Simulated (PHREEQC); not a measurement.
Consider water at 30 °C with 0.96 mol/kgw KOH and 0.054 mol/kgw K2SO4. Closed to the air; pH follows from the charge balance.

Model: Pitzer model, pitzer.dat, run in PHREEQC.

**Question.** The ionic strength comes out as 1.12 mol/kgw. What activity coefficients do K+, SO4-2, OH- get?

**Answer.** K+ 0.64, SO4-2 0.074, OH- 0.83. Single-ion values are on the MacInnes scale.

No solid was allowed to form. In brines, pH and single-ion activities rest on the MacInnes convention.
